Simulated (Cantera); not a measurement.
Input: 1 mol PbS, 3.4 mol H₂, held at 2073 K and 0.0220 bar.

These are equilibrium values from Cantera (NASA tables, ideal gas, pure condensed phases), not measurements of a reactor. Candidate condensed phases: Pb, PbS, S; 10 gas species. Kinetics and transport are ignored.

Base state: H₂ 0.686, Pb 0.145, PbS 0.0650, S₂ 0.0544, SH 0.0161, H 0.0147, H₂S 0.0116, S 0.00794 (mole fractions); condensed: gas only.

**Question.** What changes in the equilibrium state with this change: pressure from 0.0220 bar to 0.00133 bar?

**Answer.** 
| species | before | after |
|---|---|---|
| H₂ | 0.686 | 0.631 |
| Pb | 0.145 | 0.176 |
| S₂ | 0.0544 | 0.0615 |
| PbS | 0.0650 | 0.0208 |
| H | 0.0147 | 0.0572 |
| S | 0.00794 | 0.0343 |
| H₂S | 0.0116 | 0.00278 |
| SH | 0.0161 | 0.0165 |
